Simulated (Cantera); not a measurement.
Input: 1 mol SiC, 0.014 mol H2O, a varied amount of H2, at 2175 K and 1330 Pa.

These are equilibrium values from Cantera (NASA tables, ideal gas, pure condensed phases), not measurements of a reactor. Candidate condensed phases: C, C6H6, C7H8, C8H18, H2O, Si, SiC, SiO2; 123 gas species. Gases not in the tables: Si2H6 and higher silanes. The numbers say what is thermodynamically allowed, not how fast it happens.

Q: What share of the Si ends up in condensed phases as a function of n(H2) (mol), at 1.2, 2.5, 5.1, 10, 21, 44, 90, 180?

A: 
```json
[
 {"n(H2) (mol)": "1.2", "Si condensed (%)": "98.7", "as": "SiC(s)"},
 {"n(H2) (mol)": "2.5", "Si condensed (%)": "98.4", "as": "SiC(s)"},
 {"n(H2) (mol)": "5.1", "Si condensed (%)": "97.6", "as": "SiC(s)"},
 {"n(H2) (mol)": "10", "Si condensed (%)": "96.1", "as": "SiC(s)"},
 {"n(H2) (mol)": "21", "Si condensed (%)": "92.4", "as": "SiC(s)"},
 {"n(H2) (mol)": "44", "Si condensed (%)": "84.8", "as": "SiC(s)"},
 {"n(H2) (mol)": "90", "Si condensed (%)": "69.4", "as": "SiC(s)"},
 {"n(H2) (mol)": "180", "Si condensed (%)": "39.3", "as": "SiC(s)"}
]
```
